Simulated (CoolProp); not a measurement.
Vapour pressure (kPa) of n-decane: the reference equation beside estimates from Tc = 617.7 K, pc = 2101 kPa, ω = 0.488. Clausius-Clapeyron is anchored at 435 K with a constant enthalpy of vaporisation of 40.43 kJ/mol.

Values from CoolProp's reference Helmholtz-energy equation of state, Lemmon 2006. It is a short technical equation, of lower accuracy than the large ones.

```tsv
T (K)	reference	Clausius-Clapeyron	van der Waals	Redlich-Kwong	Soave-Redlich-Kwong
389.9	18.00	20.14	243.1	71.89	17.75
404.9	29.99	31.96	298.7	102.9	29.71
419.9	47.78	49.09	362.1	142.8	47.54
435	73.38	73.38	434.3	193.3	73.33
450	108.6	106.5	514.8	255.1	108.9
465	155.8	150.9	604.3	329.8	157.0
480.1	218.1	209.7	703.9	419.4	220.6
495.1	297.6	285.0	812.7	523.8	302.1
510.1	397.7	380.5	931.5	645.0	404.8
525.2	522.6	500.5	1062	784.9	533.3
```

Absolute difference from the reference over all 10 rows, mean and median: Clausius-Clapeyron 4.3 and 4.0 %, van der Waals 459.1 and 331.0 %, Redlich-Kwong 143.2 and 123.3 %, Soave-Redlich-Kwong 1.0 and 1.0 %.
